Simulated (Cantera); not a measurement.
Input: 1 mol Ti(OiPr)₄, 0.081 mol C₃H₈, 4.3 mol O₂, equilibrated at 1352 °C and 13.3 mbar.

Cantera equilibrium calculation (NASA polynomials, part measured and part estimated; ideal gas, pure solids and liquids). Candidate condensed phases: C, C₆H₆, C₇H₈, C₈H₁₈, H₂O, Ti, TiC, TiO, TiO₂, Ti₂O₃, Ti₃O₅, Ti₄O₇; 113 gas species. The feed counts by its element totals alone. Mutual solubility and eutectic melting of coexisting phases are not modelled. TiC: taken at fixed stoichiometry. Rates play no part.

Base state: H₂ 0.548, CO 0.451, H 0.000452, H₂O 6.12e-5, CO₂ 1.62e-5 (mole fractions); condensed: TiC(s) + Ti₂O₃(s).

**Question.** What changes in the equilibrium state with this change: temperature from 1352 °C to 1577 °C?

**Answer.** 
| species | before | after |
|---|---|---|
| H₂ | 0.548 | 0.546 |
| CO | 0.451 | 0.451 |
| H | 0.000452 | 0.00345 |
| H₂O | 6.12e-5 | 7.14e-5 |
| CO₂ | 1.62e-5 | 1.47e-5 |
| TiC(s), mol | 0.458 | 0.458 |
| Ti₂O₃(s), mol | 0.271 | 0.271 |
